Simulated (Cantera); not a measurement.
Feed: 1 mol V₂O₃, 2.2 mol H₂, 2.4 mol H₂O, at 2173 K and 13300 Pa.

Equilibrium computed with Cantera from the NASA thermochemical tables; the gas is ideal and each condensed phase is pure. Candidate condensed phases: H₂O, V, VO, V₂O₃, V₂O₄, V₂O₅; 12 gas species. Condensed phases not in the tables: the oxides between V₂O₃ and V₂O₅ other than VO₂. Rates play no part.

Base state: H₂O 0.512, H₂ 0.472, H 0.00908, VO₂ 0.00536, OH 0.00132, VO 3.54e-5, O 1.78e-5 (mole fractions); condensed: V₂O₃(s).

**Question.** What changes in the equilibrium state with this change: temperature from 2173 K to 1948.15 K?

**Answer.** 
| species | before | after |
|---|---|---|
| H₂O | 0.512 | 0.521 |
| H₂ | 0.472 | 0.477 |
| H | 0.00908 | 0.00214 |
| VO₂ | 0.00536 | 0.000289 |
| VO | 3.54e-5 | 9.62e-7 |
| O | 1.78e-5 | 7.03e-7 |
| OH | 0.00132 | 0.000211 |
| V₂O₃(s), mol | 0.987 | 0.999 |

**Question.** What changes in the equilibrium state with this change: temperature from 2173 K to 873 K?

**Answer.** 
| species | before | after |
|---|---|---|
| H₂O | 0.512 | 0.522 |
| H₂ | 0.472 | 0.478 |
| H | 0.00908 | <1e-9 |
| VO₂ | 0.00536 | <1e-9 |
| OH | 0.00132 | <1e-9 |
| VO | 3.54e-5 | <1e-9 |
| O | 1.78e-5 | <1e-9 |
| V₂O₃(s), mol | 0.987 | 1.00 |
